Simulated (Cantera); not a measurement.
Feed: 1 mol SiO2, 1.5 mol CH4, 6.1 mol N2, held at 1398.15 K and 0.0133 bar.

Cantera equilibrium calculation (NASA polynomials, part measured and part estimated; ideal gas, pure solids and liquids). Candidate condensed phases: C, C6H6, C7H8, C8H18, H2O, Si, SiC, SiO2, Si2N2O, Si3N4; 151 gas species. N2 is the only nitrogen source here; it is nearly inert below about 1500 K, so the nitride shown seldom forms there in practice. Kinetics and transport are ignored.

Base state: N2 0.554, H2 0.297, CO 0.148, HCN 3.09e-5, SiO 2.90e-5, H 2.24e-5, H2O 1.43e-5 (mole fractions); condensed: Si2N2O(s).

### Question
What changes in the equilibrium state with this change: temperature from 1398.15 K to 2473.15 K?

### Answer
| species | before | after |
|---|---|---|
| N2 | 0.554 | 0.503 |
| H2 | 0.297 | 0.203 |
| CO | 0.148 | 0.123 |
| H | 2.24e-5 | 0.0872 |
| Si | <1e-9 | 0.0387 |
| SiO | 2.90e-5 | 0.0424 |
| SiH | <1e-9 | 0.000555 |
| SiN | <1e-9 | 0.000333 |
| Si2 | <1e-9 | 0.000132 |
| Si2C | <1e-9 | 0.000118 |
| Si2N2O(s), mol | 0.500 | 0 |
The tables' values for SiN are old estimates; treat these amounts as uncertain. Gases not in the tables: Si2H6 and higher silanes.

### Question
What changes in the equilibrium state with this change: SiO2 replaced by PbO?

### Answer
```json
[
 {"species": "N2", "before": "0.554", "after": "0.549"},
 {"species": "H2", "before": "0.297", "after": "0.270"},
 {"species": "CO", "before": "0.148", "after": "0.0901"},
 {"species": "Pb", "before": "0", "after": "0.0901"},
 {"species": "SiO", "before": "2.90e-5", "after": "0"},
 {"species": "H2O", "before": "1.43e-5", "after": "1.23e-6"},
 {"species": "HCN", "before": "3.09e-5", "after": "0.000188"},
 {"species": "H", "before": "2.24e-5", "after": "2.13e-5"},
 {"species": "Si2N2O(s), mol", "before": "0.500", "after": "0"},
 {"species": "C(graphite), mol", "before": "0", "after": "0.498"}
]
```
Further candidate phases: Pb, PbO, PbO2, Pb3O4.
